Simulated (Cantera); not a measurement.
Input (Python, Cantera):

```python
import numpy as np
import cantera as ct

gas = ct.Solution("gri30.yaml")
gas.TPX = 1400, 170000, {'CH4': 1, 'O2': 1, 'N2': 3.76}
reactor = ct.IdealGasReactor(gas, energy="on", clone=False)
net = ct.ReactorNet([reactor])
net.rtol, net.atol = 1e-08, 1e-16
show = ['CH4', 'O2', 'CH2O', 'HO2', 'C2H', 'CH3']
times = np.geomspace(2e-06, 0.6, 16)

steps = ct.SolutionArray(gas, extra=["t"])
rows = []
print(f"{'t/s':>10s}{'T/K':>9s}{'P/Pa':>11s}" + "".join(f"{s:>11s}" for s in show))
for t in times:
    while net.time < t:
        t_next = net.step()
        steps.append(gas.state, t=t_next)
    rows.append([np.interp(t, steps.t, y) for y in (steps.T, steps.P, *steps(*show).X.T)])
    print(f"{t:10.3e}{rows[-1][0]:9.1f}{rows[-1][1]:11.4g}" + "".join(f"{x:11.3e}" for x in rows[-1][2:]))
rate = np.gradient(steps.T, steps.t)
print("integrator steps:", len(steps.t))
if steps.T.max() > steps.T[0] + 200:
    print(f"time of steepest temperature rise: {steps.t[rate.argmax()]:.4e} s")
gas.TPX = 1400, 170000, {'CH4': 1, 'O2': 1, 'N2': 3.76}
gas.equilibrate("UV")
print(f"equilibrium (UV): T = {gas.T:.1f} K  " + "  ".join(f"{s} {gas[s].X[0]:.3e}" for s in show))
```

Result:

```
       t/s      T/K       P/Pa        CH4         O2       CH2O        HO2        C2H        CH3
 2.000e-06   1400.0    1.7e+05  1.736e-01  1.736e-01  8.666e-10  1.169e-07  3.253e-30  1.644e-07
 4.636e-06   1400.0    1.7e+05  1.736e-01  1.736e-01  4.928e-09  2.672e-07  2.459e-28  3.933e-07
 1.075e-05   1400.0    1.7e+05  1.736e-01  1.736e-01  2.836e-08  5.987e-07  2.050e-26  9.638e-07
 2.491e-05   1400.0    1.7e+05  1.736e-01  1.736e-01  1.745e-07  1.279e-06  2.076e-24  2.543e-06
 5.776e-05   1400.0    1.7e+05  1.736e-01  1.736e-01  1.229e-06  2.423e-06  2.628e-22  7.639e-06
 1.339e-04   1400.0    1.7e+05  1.736e-01  1.736e-01  9.724e-06  3.300e-06  4.386e-20  2.476e-05
 3.104e-04   1400.3    1.7e+05  1.734e-01  1.735e-01  6.275e-05  3.369e-06  5.461e-18  5.737e-05
 7.195e-04   1402.3  1.703e+05  1.729e-01  1.732e-01  2.619e-04  5.844e-06  2.625e-16  8.112e-05
 1.668e-03   1413.7  1.717e+05  1.705e-01  1.717e-01  9.882e-04  1.614e-05  2.128e-14  1.376e-04
 3.866e-03   2711.1  3.893e+05  8.967e-11  3.965e-05  3.245e-08  6.068e-08  2.575e-15  1.157e-10
 8.963e-03   2711.3  3.894e+05  8.926e-11  3.976e-05  3.245e-08  6.085e-08  2.567e-15  1.153e-10
 2.078e-02   2711.3  3.894e+05  8.926e-11  3.976e-05  3.245e-08  6.085e-08  2.567e-15  1.153e-10
 4.816e-02   2711.3  3.894e+05  8.926e-11  3.976e-05  3.245e-08  6.085e-08  2.567e-15  1.153e-10
 1.117e-01   2711.3  3.894e+05  8.926e-11  3.976e-05  3.245e-08  6.085e-08  2.567e-15  1.153e-10
 2.588e-01   2711.3  3.894e+05  8.926e-11  3.976e-05  3.245e-08  6.085e-08  2.567e-15  1.153e-10
 6.000e-01   2711.3  3.894e+05  8.926e-11  3.976e-05  3.245e-08  6.085e-08  2.567e-15  1.153e-10
integrator steps: 2196
time of steepest temperature rise: 3.0525e-03 s
equilibrium (UV): T = 2711.3 K  CH4 1.003e-10  O2 3.976e-05  CH2O 3.245e-08  HO2 6.085e-08  C2H 2.818e-15  CH3 1.296e-10
```

Detailed kinetics in Cantera: GRI-Mech 3.0 (53 species, 325 reactions).
